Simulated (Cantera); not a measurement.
Cantera run:

```python
import numpy as np
import cantera as ct

gas_names = """
    C3H8 C2H2,acetylene
""".split()
cond_names = """
    TiC(s) TiC(L) Ti(a) Ti(b) Ti(L)
""".split()


# ... load() reads the species with a 1 bar reference pressure and builds the phases ...
species = {s.name: s for s in load("nasa_gas.yaml", gas_names) + load("nasa_condensed.yaml", cond_names)}
# Each term lists the table entries of one substance; the one whose range holds T is used.
reactions = {
    'C3H8(g) + 5 TiC = 5 Ti + 4 C2H2(g)':
        [(-1, ['C3H8']), (-5, ['TiC(s)', 'TiC(L)']), (5, ['Ti(a)', 'Ti(b)', 'Ti(L)']), (4, ['C2H2,acetylene'])],
}


def pick(names, T):
    return next(species[n] for n in names if species[n].thermo.min_temp <= T <= species[n].thermo.max_temp)


results = []
for label, terms in reactions.items():
    print(label)
    print("     T/K   dH/kJ  dS/(J/K)   dG/kJ   log10 K")
    for T in [673, 773, 873, 973, 1073, 1173, 1273, 1373]:
        used = [(nu, pick(names, T)) for nu, names in terms]
        dH = sum(nu * s.thermo.h(T) for nu, s in used) / 1e6
        dS = sum(nu * s.thermo.s(T) for nu, s in used) / 1e3
        dG = dH - T * dS / 1e3
        logK = -dG * 1e6 / (ct.gas_constant * T * np.log(10))
        results.append((label, T, dH, dS, dG, logK, [s.name for _, s in used]))
        print(f"{T:8g} {dH:8.1f} {dS:8.1f} {dG:8.1f} {logK:8.2f}")
```

It prints:

```
C3H8(g) + 5 TiC = 5 Ti + 4 C2H2(g)
     T/K   dH/kJ  dS/(J/K)   dG/kJ   log10 K
     673   1947.1    589.0   1550.7  -120.36
     773   1947.2    589.1   1491.8  -100.81
     873   1947.3    589.2   1432.9   -85.73
     973   1947.6    589.6   1374.0   -73.76
    1073   1948.6    590.5   1315.0   -64.01
    1173   1970.7    609.7   1255.5   -55.91
    1273   1968.5    608.0   1194.6   -49.02
    1373   1966.8    606.6   1133.9   -43.14
```

Standard-state values (1 bar) from the NASA 1993 polynomials, evaluated with Cantera. TiC: taken at fixed stoichiometry. Condensed species are held in their standard states even where they would react or evaporate.
